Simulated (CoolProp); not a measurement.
Vapour-liquid equilibrium of R114 (1) + benzene (2) at 151 kPa; x and y are mole fractions of (1).

Model: multi-fluid Helmholtz-energy mixture model, Platzer 1990 and Thol 2012; pair parameters Bell 2016, in CoolProp. This equation is an older, rougher fit; its heat capacities, sound speeds and derivatives of the liquid may be far off and weren't checked against measurements.

```json
[
 {"x": "0.05", "bubble temperature (K)": "341.8", "y at the bubble point": "0.544", "dew temperature at overall composition x (K)": "365.0", "liquid density (mol/L)": "10.42"},
 {"x": "0.15", "bubble temperature (K)": "317.6", "y at the bubble point": "0.822", "dew temperature at overall composition x (K)": "361.2", "liquid density (mol/L)": "10.46"},
 {"x": "0.25", "bubble temperature (K)": "307.7", "y at the bubble point": "0.889", "dew temperature at overall composition x (K)": "357.0", "liquid density (mol/L)": "10.31"},
 {"x": "0.35", "bubble temperature (K)": "302.8", "y at the bubble point": "0.916", "dew temperature at overall composition x (K)": "352.5", "liquid density (mol/L)": "10.10"},
 {"x": "0.45", "bubble temperature (K)": "299.7", "y at the bubble point": "0.931", "dew temperature at overall composition x (K)": "347.3", "liquid density (mol/L)": "9.867"},
 {"x": "0.55", "bubble temperature (K)": "297.4", "y at the bubble point": "0.942", "dew temperature at overall composition x (K)": "341.4", "liquid density (mol/L)": "9.634"},
 {"x": "0.65", "bubble temperature (K)": "295.4", "y at the bubble point": "0.952", "dew temperature at overall composition x (K)": "334.4", "liquid density (mol/L)": "9.406"},
 {"x": "0.75", "bubble temperature (K)": "293.3", "y at the bubble point": "0.963", "dew temperature at overall composition x (K)": "325.7", "liquid density (mol/L)": "9.187"},
 {"x": "0.85", "bubble temperature (K)": "291.2", "y at the bubble point": "0.976", "dew temperature at overall composition x (K)": "313.9", "liquid density (mol/L)": "8.980"},
 {"x": "0.95", "bubble temperature (K)": "288.9", "y at the bubble point": "0.991", "dew temperature at overall composition x (K)": "295.8", "liquid density (mol/L)": "8.786"}
]
```

No azeotrope shows between x = 0.05 and 0.95.

Pair parameters are fitted to limited data, so mixtures are less certain than the pure fluids. With so large a gap from Raoult's law the liquid may split in two, which this calculation doesn't test in full.
